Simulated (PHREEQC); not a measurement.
0.011 g of hydrous ferric oxide (600 m²/g; 0.2 weak and 0.005 strong sites per Fe, Dzombak-Morel constants, diffuse double layer) in 1 kg of water with 0.01 mol/kgw of an inert sodium salt, at 25 °C; the pH is set by adding NaOH or the inert anion's acid. Oxygen is held at 0.21 atm. The system is closed to CO2. Nothing may precipitate in this run.

Model: ion-association model, wateq4f.dat, run in PHREEQC.

```csv
pH,surface charge σ (C/m²),surface potential ψ (mV)
4,0.216,185
4.5,[?],170
5.5,0.077,[?]
6,0.049,110
6.5,0.030,86
7.5,[?],[?]
8,[?],6
8.5,-0.005,[?]
9.5,[?],-75
10,-0.040,-100
```

Complete the blanks.


- 4.5, surface charge σ (C/m²): 0.160
- 5.5, surface potential ψ (mV): 132
- 7.5, surface charge σ (C/m²): 0.008
- 7.5, surface potential ψ (mV): 34
- 8, surface charge σ (C/m²): 0.001
- 8.5, surface potential ψ (mV): -22
- 9.5, surface charge σ (C/m²): -0.024
